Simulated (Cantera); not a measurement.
Predominance diagram of Sr at 1475 K against the partial pressures of O2 and Cl2 (log10, bar). Source: NASA polynomial tables (part measured, part estimated), evaluated in Cantera. Candidates: Sr(l), SrCl2(l), SrO(s). Only these pure phases compete in this equilibrium. Not in the tables: the peroxide, oxide halides.

```
log p(Cl2) \ log p(O2)
        columns: -26, -24.8, -23.7, -22.5, -21.3, -20.1, -19, -17.8, -16.6, -15.4, -14.3, -13.1, -11.9, -10.7, -9.6, -8.4, -7.2, -6, -4.9, -3.7, -2.5, -1.3, -0.2, 1
      1  A A A A A A A A A A A A A A A A A A A A A A A A
   -1.4  A A A A A A A A A A A A A A A A A A A A A A A A
   -3.9  A A A A A A A A A A A A A A A A A A A A A A A A
   -6.3  A A A A A A A A A A A A A A A A A A A A A A B B
   -8.8  A A A A A A A A A A A A A A A A A A B B B B B B
  -11.2  A A A A A A A A A A A A A A B B B B B B B B B B
  -13.7  A A A A A A A A A A B B B B B B B B B B B B B B
  -16.1  A A A A A A B B B B B B B B B B B B B B B B B B
  -18.6  A B B B B B B B B B B B B B B B B B B B B B B B
    -21  B B B B B B B B B B B B B B B B B B B B B B B B
```

A: SrCl2(l); B: SrO(s).
